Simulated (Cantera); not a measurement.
A diamond (100) surface in a fixed gas of H2 with x(CH4) = 0.003, x(CH3) = 0.002, at 1323 K, 0.260 bar; coverages are run to steady state.

Cantera simulation using the Harris–Goodwin 1993 mechanism for the reconstructed diamond (100) surface; the numbers are that mechanism's predictions, not measurements.

One state of this run: growth (µm/h) = 413; θ c6HH = 0.360; θ c6H* = 0.0519; θ c6*H = 0.522; θ c6** = 0.0489; θ c6HM = 0.00854. θ: site fractions in the mechanism's names (c6HH fully hydrogenated, c6H* and c6*H radical sites, c6** diradical, c6HM methylated).

Task: Which value of x(H) does it belong to?
A) 0.0001
B) 0.044
C) 0.02
D) 0.0021

Result: C, 0.02
